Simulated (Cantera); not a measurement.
## Hydrocarbon pyrolysis for carbon deposition

An isothermal, constant-pressure homogeneous reactor starts with 16.4 % CH4, 83.6 % N2, at 1625 K and 260 Pa.

Computed with Cantera and GRI-Mech 3.0 (53 species, 325 reactions). GRI-Mech 3.0 stops at C3 and has no aromatics, soot or wall deposition, so with more carbon than oxygen in the feed, carbon stays in small species such as C2H2 where larger ones or solid carbon would form. Radical loss at walls, strong at low pressure, is not modelled.

| t (s) | x CH4 | x H2 | x H | x CH3 | x C2H4 | x C2H |
|---|---|---|---|---|---|---|
| 0.000200 | 0.164 | 2.22e-7 | 1.42e-7 | 5.86e-7 | <1e-12 | <1e-12 |
| 0.000544 | 0.164 | 8.34e-7 | 1.57e-7 | 1.82e-6 | 2.19e-12 | <1e-12 |
| 0.00148 | 0.164 | 2.54e-6 | 1.58e-7 | 5.24e-6 | 8.75e-11 | <1e-12 |
| 0.00403 | 0.164 | 7.19e-6 | 1.58e-7 | 1.45e-5 | 2.44e-9 | <1e-12 |
| 0.0110 | 0.164 | 1.99e-5 | 1.61e-7 | 3.98e-5 | 5.55e-8 | <1e-12 |
| 0.0299 | 0.164 | 5.66e-5 | 1.80e-7 | 0.000108 | 1.16e-6 | <1e-12 |
| 0.0813 | 0.164 | 0.000197 | 3.30e-7 | 0.000294 | 2.33e-5 | 3.15e-12 |
| 0.221 | 0.162 | 0.00141 | 1.63e-6 | 0.000785 | 0.000431 | 2.11e-10 |
| 0.602 | 0.145 | 0.0191 | 1.76e-5 | 0.00171 | 0.00482 | 1.01e-8 |
| 1.64 | 0.0795 | 0.105 | 9.56e-5 | 0.00136 | 0.00286 | 1.15e-7 |
| 4.46 | 0.0306 | 0.171 | 0.000174 | 0.000622 | 0.000362 | 2.22e-7 |
| 12.1 | 0.00831 | 0.200 | 0.000280 | 0.000235 | 3.76e-5 | 3.58e-7 |
| 33.1 | 0.00146 | 0.209 | 0.000476 | 6.73e-5 | 5.22e-6 | 6.09e-7 |
| 90.0 | 0.000249 | 0.211 | 0.000624 | 1.50e-5 | 3.50e-6 | 7.99e-7 |
x: mole fraction; the columns are a selection and need not sum to one.

Equilibrium at this temperature and pressure: CH4 1.08e-5, H2 0.211, H 0.000640, CH3 6.66e-7, C2H4 1.50e-6, C2H 3.59e-7 (gas phase only).
